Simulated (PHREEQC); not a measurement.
Ultrapure water in contact with air or piping (model solution)

Synthetic water in mg/L, 93 °C, pH 5.56, pe 11.5:

```csv
constituent,mg/L
Na,0.00199
K,0.00688
Ca,0.0139
Mg,0.00158
Cl,0.0258
S(6) as SO4,0.00558
Alkalinity as HCO3,0.0149
F,4.88e-06
```

Valence states are taken as typed.

Computed with PHREEQC (ion-association model, phreeqc.dat).

Precipitation was switched off in this run.

**Question.** What ionic strength, activity of water, charge-balance error does the model give?

**Answer.** ionic strength 4.32e-6 mol/kgw; activity of water 0.950; charge-balance error 0.0 %.

**Question.** In which forms is F present?

**Answer.** F- 98 %, HF 1.6 % of the F.

Species that the database lacks are ignored. Constants without temperature data keep their 25 °C values here.
